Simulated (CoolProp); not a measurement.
Vapour-liquid equilibrium of ethanol (1) + n-octane (2) at 9.44 bar; x and y are mole fractions of (1).

Values from CoolProp's multi-fluid Helmholtz-energy mixture model, Schroeder 2014 and Beckmüller 2019; pair parameters Bell 2016.

```csv
x,"bubble temperature, mixture model (K)","bubble temperature, Raoult's law (K)","y, mixture model","y, Raoult's law"
0.05,479.6,491.8,0.311,0.223
0.125,457.4,478.4,0.552,0.437
0.2,445.9,468.3,0.655,0.574
0.275,439.5,460.2,0.709,0.670
0.35,435.5,453.6,0.742,0.742
0.425,432.7,448.0,0.767,0.797
0.5,430.6,443.1,0.788,0.841
0.575,428.8,438.9,0.808,0.877
0.65,427.2,435.1,0.830,0.907
0.725,425.8,431.7,0.854,0.932
0.8,424.4,428.6,0.883,0.954
0.875,423.2,425.8,0.919,0.973
0.95,422.1,423.2,0.964,0.990
```

The largest gap from Raoult's law is -22.4 K in bubble temperature, at x = 0.2. No azeotrope shows between x = 0.05 and 0.95.

Pair parameters are fitted to limited data, so mixtures are less certain than the pure fluids. With so large a gap from Raoult's law the liquid may split in two, which this calculation doesn't test in full.
